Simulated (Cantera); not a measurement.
## c-C4F8 + H2 (fluorocarbon and chlorocarbon gases)

Charge: 1 mol c-C4F8, 0.073 mol H2, held at 677 °C and 53000 Pa.

Method: chemical equilibrium by Gibbs-energy minimisation in Cantera with the NASA 1993 tables (ideal gas, pure condensed phases). Candidate condensed phases: C, C6H6, C7H8, C8H18; 95 gas species. The feed counts by its element totals alone. Gases not in the tables: C2F6 and larger saturated fluorocarbons. The numbers say what is thermodynamically allowed, not how fast it happens.

| Quantity | Value |
|---|---|
| x(CF4) | 0.931 |
| x(HF) | 0.0692 |
| n(C(graphite)) | 2.04 mol |
| gas amount | 2.110 mol |
